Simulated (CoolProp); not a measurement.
Properties of n-dodecane at several states.

The numbers come from the reference Helmholtz-energy equation of state, Lemmon 2004 in CoolProp. It is a short technical equation, of lower accuracy than the large ones.

| T (°C) | p (bar) | phase | Z | cp (kJ/(kg K)) | cv (kJ/(kg K)) | speed of sound (m/s) | viscosity (µPa s) |
|---|---|---|---|---|---|---|---|
| 71.95 | 4.73 | liquid | 0.03947 | 2.378 | 1.994 | 1106 | 693 |
| 41.95 | 72 | liquid | 0.6336 | 2.264 | 1.883 | 1260 | 1120 |
| 237.35 | 3.22 | liquid | 0.02250 | 3.053 | 2.618 | 572.5 | 167 |

Viscosity comes from a separate model (Huber 2004).
